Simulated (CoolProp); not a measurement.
Properties of C3F8 (R218) along the isotherm -43.05 °C (Tc = 71.9 °C, pc = 26.40 bar, ω = 0.317).

The numbers come from the reference Helmholtz-energy equation of state, Lemmon 2006 in CoolProp. It is a short technical equation, of lower accuracy than the large ones.

```
p (bar)   phase  cv (kJ/(kg K))  speed of sound (m/s)  expansivity (1/kK)  viscosity (µPa s)  conductivity (mW/(m K))
-------  ------  --------------  --------------------  ------------------  -----------------  -----------------------
18.2     liquid          0.6750                 579.3               2.274                501                     64.5
36.4     liquid          0.6750                 592.4               2.203                519                     65.4
54.5     liquid          0.6750                 604.9               2.138                537                     66.2
72.7     liquid          0.6752                 616.9               2.080                555                     67.0
90.9     liquid          0.6754                 628.3               2.026                573                     67.7
109      liquid          0.6757                 639.3               1.977                591                     68.5
127      liquid          0.6760                 649.7               1.932                609                     69.2
145      liquid          0.6764                 659.9               1.890                627                     69.9
164      liquid          0.6768                 670.2               1.849                647                     70.6
182      liquid          0.6772                 679.6               1.812                665                     71.3
200      liquid          0.6777                 688.8               1.778                683                     71.9
```

Viscosity comes from a separate model (Huber 2003), an estimate that may be off by 10 % or more. Thermal conductivity comes from a separate model (Huber 2003), an estimate that may be off by 10 % or more.
